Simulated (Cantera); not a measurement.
A closed system holds: 1 mol SiC, 0.018 mol H₂O, 5.9 mol N₂, equilibrated at 101000 Pa.

Equilibrium computed with Cantera from the NASA thermochemical tables; the gas is ideal and each condensed phase is pure. Candidate condensed phases: C, C₆H₆, C₇H₈, C₈H₁₈, H₂O, Si, SiC, SiO₂, Si₂N₂O, Si₃N₄; 151 gas species. N₂ is the only nitrogen source here; it is nearly inert below about 1500 K, so the nitride shown seldom forms there in practice. Mutual solubility and eutectic melting of coexisting phases are not modelled. Equilibrium is a limit: real reactors are often held back by kinetics, nucleation or transport.

log p: log10 of the partial pressure in bar; n: condensed amount in mol.

```json
[
 {"T (K)": "1100", "log p N₂": "0.00", "log p H₂": "-2.46", "log p CO": "-8.21", "log p HCN": "-5.88", "log p SiO": "<-11", "n C(graphite)": "1.000", "n Si₂N₂O(s)": "0.0180", "n Si₃N₄(s)": "0.321", "n SiC(s)": "0"},
 {"T (K)": "1150", "log p N₂": "0.00", "log p H₂": "-2.46", "log p CO": "-7.53", "log p HCN": "-5.61", "log p SiO": "<-11", "n C(graphite)": "1.000", "n Si₂N₂O(s)": "0.0180", "n Si₃N₄(s)": "0.321", "n SiC(s)": "0"},
 {"T (K)": "1200", "log p N₂": "0.00", "log p H₂": "-2.46", "log p CO": "-6.91", "log p HCN": "-5.36", "log p SiO": "<-11", "n C(graphite)": "1.000", "n Si₂N₂O(s)": "0.0180", "n Si₃N₄(s)": "0.321", "n SiC(s)": "0"},
 {"T (K)": "1250", "log p N₂": "0.00", "log p H₂": "-2.46", "log p CO": "-6.33", "log p HCN": "-5.12", "log p SiO": "?", "n C(graphite)": "1.000", "n Si₂N₂O(s)": "0.0180", "n Si₃N₄(s)": "0.321", "n SiC(s)": "0"},
 {"T (K)": "1300", "log p N₂": "0.00", "log p H₂": "-2.46", "log p CO": "-5.80", "log p HCN": "-4.91", "log p SiO": "?", "n C(graphite)": "1.000", "n Si₂N₂O(s)": "0.0180", "n Si₃N₄(s)": "0.321", "n SiC(s)": "0"},
 {"T (K)": "1350", "log p N₂": "0.00", "log p H₂": "-2.46", "log p CO": "-5.32", "log p HCN": "-4.72", "log p SiO": "?", "n C(graphite)": "1.000", "n Si₂N₂O(s)": "0.0180", "n Si₃N₄(s)": "0.321", "n SiC(s)": "0"},
 {"T (K)": "1400", "log p N₂": "0.00", "log p H₂": "-2.46", "log p CO": "-4.86", "log p HCN": "-4.53", "log p SiO": "?", "n C(graphite)": "1.000", "n Si₂N₂O(s)": "0.0179", "n Si₃N₄(s)": "0.321", "n SiC(s)": "0"},
 {"T (K)": "1450", "log p N₂": "0.00", "log p H₂": "-2.46", "log p CO": "-4.44", "log p HCN": "-4.36", "log p SiO": "?", "n C(graphite)": "1.000", "n Si₂N₂O(s)": "0.0178", "n Si₃N₄(s)": "0.321", "n SiC(s)": "0"},
 {"T (K)": "1500", "log p N₂": "0.00", "log p H₂": "-2.46", "log p CO": "-4.05", "log p HCN": "-4.21", "log p SiO": "?", "n C(graphite)": "0.999", "n Si₂N₂O(s)": "0.0175", "n Si₃N₄(s)": "0.322", "n SiC(s)": "0"},
 {"T (K)": "1550", "log p N₂": "0.00", "log p H₂": "-2.47", "log p CO": "-3.68", "log p HCN": "-4.06", "log p SiO": "?", "n C(graphite)": "0.998", "n Si₂N₂O(s)": "0.0169", "n Si₃N₄(s)": "0.322", "n SiC(s)": "0"},
 {"T (K)": "1600", "log p N₂": "0.00", "log p H₂": "-2.47", "log p CO": "-3.34", "log p HCN": "-3.92", "log p SiO": "?", "n C(graphite)": "0.997", "n Si₂N₂O(s)": "0.0156", "n Si₃N₄(s)": "0.323", "n SiC(s)": "0"},
 {"T (K)": "1650", "log p N₂": "0.00", "log p H₂": "-2.47", "log p CO": "-3.02", "log p HCN": "-3.79", "log p SiO": "?", "n C(graphite)": "0.994", "n Si₂N₂O(s)": "0.0130", "n Si₃N₄(s)": "0.325", "n SiC(s)": "0"},
 {"T (K)": "1700", "log p N₂": "0.00", "log p H₂": "-2.47", "log p CO": "-2.71", "log p HCN": "-3.67", "log p SiO": "?", "n C(graphite)": "0.989", "n Si₂N₂O(s)": "0.00794", "n Si₃N₄(s)": "0.328", "n SiC(s)": "0"},
 {"T (K)": "1750", "log p N₂": "0.00", "log p H₂": "-2.53", "log p CO": "-2.53", "log p HCN": "-3.69", "log p SiO": "?", "n C(graphite)": "0", "n Si₂N₂O(s)": "0.000808", "n Si₃N₄(s)": "0.00552", "n SiC(s)": "0.982"}
]
```

### Question
What belongs in the gaps?

### Answer

- 1250, log p SiO: -11.54
- 1300, log p SiO: -10.61
- 1350, log p SiO: -9.75
- 1400, log p SiO: -8.94
- 1450, log p SiO: -8.20
- 1500, log p SiO: -7.51
- 1550, log p SiO: -6.86
- 1600, log p SiO: -6.25
- 1650, log p SiO: -5.68
- 1700, log p SiO: -5.15
- 1750, log p SiO: -4.64
